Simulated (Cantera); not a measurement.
A Cantera script and what it prints.

```python
import numpy as np
import cantera as ct

gas_names = """
    Br Br2 H HBr H2 Si SiBr SiBr2 SiBr3 SiBr4 SiH SiHBr3 SiH2 SiH2Br2 SiH3 SiH3Br SiH4 Si2 Si3
""".split()
cond_names = """
    Br2(cr) Br2(L) Si(cr) Si(L)
""".split()


def load(file, names, dense=False):
    # The tables refer to 1 bar. Condensed volumes are neglected.
    table = {s.name: s for s in ct.Species.list_from_file(file)}
    out = []
    for n in names:
        d = dict(table[n].input_data)
        d["thermo"] = dict(d["thermo"], **{"reference-pressure": 1e5})
        if dense:
            d["equation-of-state"] = {"model": "constant-volume", "density": "1e6 g/cm^3"}
        out.append(ct.Species.from_dict(d))
    return out


gas = ct.Solution(thermo="ideal-gas", species=load("nasa_gas.yaml", gas_names))
cond = {s.name: ct.Solution(thermo="fixed-stoichiometry", species=[s], name=s.name)
        for s in load("nasa_condensed.yaml", cond_names, dense=True)}
atoms = {
    'Si': {'Si': 1},
    'HBr': {'H': 1, 'Br': 1},
}
top_T = {}  # K; cautious upper limits of use, not melting points


def equilibrate(T, P, feed):
    n = {}
    for name, mol in feed.items():
        for a, k in atoms[name].items():
            n[a] = n.get(a, 0.0) + k * mol
    gas.TPX = T, P, n
    mass = sum(n.values()) * gas.mean_molecular_weight
    gas.equilibrate("TP")
    valid = [c for c in cond.values() if c.min_temp <= T <= top_T.get(c.name, c.max_temp)]
    mix = ct.Mixture([(gas, mass / gas.mean_molecular_weight)] + [(c, 0.0) for c in valid])
    mix.T, mix.P = T, P
    mix.equilibrate("TP", solver="vcs", rtol=1e-11, max_steps=5000)
    return mix


results = []
feed = {'Si': 1, 'HBr': 6.4}  # mol
T = 1098  # K
P = 980  # Pa
mix = equilibrate(T, P, feed)
results.append((T, P, feed, dict(zip(mix.species_names, mix.species_moles))))
print(gas.report(threshold=0.0001))
for i in range(1, mix.n_phases):
    print(f"{mix.phase(i).name:16s} {mix.phase_moles(i):12.5e} mol")
```

It prints:

```
       temperature   1098 K
          pressure   980 Pa
           density   0.010822 kg/m^3
  mean mol. weight   100.81 kg/kmol
   phase of matter   gas

                          1 kg             1 kmol
                     ---------------   ---------------
          enthalpy       -5.6446e+05       -5.6905e+07  J
   internal energy       -6.5501e+05       -6.6035e+07  J
           entropy            3083.4        3.1085e+05  J/K
    Gibbs function         -3.95e+06       -3.9822e+08  J
 heat capacity c_p            452.36             45605  J/K
 heat capacity c_v            369.89             37291  J/K

                      mass frac. Y      mole frac. X     chem. pot. / RT
                     ---------------   ---------------   ---------------
                Br        0.00011751        0.00014826           -23.681
               HBr           0.36096           0.44975           -35.368
                H2         0.0073076           0.36543           -23.375
             SiBr2         0.0035145         0.0018857           -57.209
             SiBr3         0.0043985         0.0016558            -80.89
             SiBr4           0.62034           0.17987           -104.57
            SiHBr3         0.0033502         0.0012565           -92.577
     [  +12 minor]        9.1113e-06        5.1154e-06

Br2(L)            0.00000e+00 mol
Si(cr)            0.00000e+00 mol
```

Cantera equilibrium calculation (NASA polynomials, part measured and part estimated; ideal gas, pure solids and liquids). The tables' values for SiBr3 are old estimates; treat these amounts as uncertain.
